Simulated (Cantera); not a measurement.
A closed system holds: 1 mol CaCO₃, 5.6 mol H₂O, held at 1173.15 K and 2.40 mbar.

Equilibrium computed with Cantera from the NASA thermochemical tables; the gas is ideal and each condensed phase is pure. Candidate condensed phases: C, C₆H₆, C₇H₈, C₈H₁₈, Ca, CaCO₃, CaO, Ca(OH)₂, H₂O; 115 gas species. Rates play no part.

Base state: H₂O 0.848, CO₂ 0.152, H₂ 2.97e-5, O₂ 1.76e-5 (mole fractions); condensed: CaO(s).

What changes in the equilibrium state with this change: CaCO₃ replaced by Mg(OH)₂?


| species | before | after |
|---|---|---|
| H₂O | 0.848 | 1.000 |
| H₂ | 2.97e-5 | 3.55e-5 |
| O₂ | 1.76e-5 | 1.70e-5 |
| CO₂ | 0.152 | 0 |
| CaO(s), mol | 1.00 | 0 |
| MgO(s), mol | 0 | 1.00 |
Further candidate phases: Mg, MgO, Mg(OH)₂.
